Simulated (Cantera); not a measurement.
## Low-pressure radical oxidation in H2/O2

A perfectly stirred reactor is fed with 1.09 % H₂, 98.9 % O₂, at 0.0267 bar; it is held at 1025 K, and followed from long to short residence time.

Detailed kinetics in Cantera: GRI-Mech 3.0 (53 species, 325 reactions). Radical loss at walls, strong at low pressure, is not modelled.

| τ (s) | x H₂ | x O₂ | x HO₂ | x H₂O | x H |
|---|---|---|---|---|---|
| 23 | 2.16e-5 | 0.989 | 3.56e-7 | 0.0109 | 5.46e-7 |
| 9.3 | 3.65e-5 | 0.989 | 5.30e-7 | 0.0109 | 1.34e-6 |
| 3.7 | 6.13e-5 | 0.989 | 7.81e-7 | 0.0108 | 3.34e-6 |
| 1.5 | 0.000101 | 0.989 | 1.13e-6 | 0.0108 | 8.07e-6 |
| 0.59 | 0.000167 | 0.988 | 1.62e-6 | 0.0107 | 1.98e-5 |
| 0.24 | 0.000273 | 0.988 | 2.26e-6 | 0.0105 | 4.62e-5 |
| 0.095 | 0.000454 | 0.987 | 3.12e-6 | 0.0103 | 0.000106 |
| 0.038 | 0.000764 | 0.986 | 4.12e-6 | 0.00981 | 0.000227 |
| 0.015 | 0.00132 | 0.985 | 5.18e-6 | 0.00904 | 0.000439 |
| 0.0060 | 0.00233 | 0.985 | 6.08e-6 | 0.00778 | 0.000702 |
| 0.0024 | 0.00418 | 0.985 | 6.51e-6 | 0.00580 | 0.000821 |
x: mole fraction; the columns are a selection and need not sum to one.
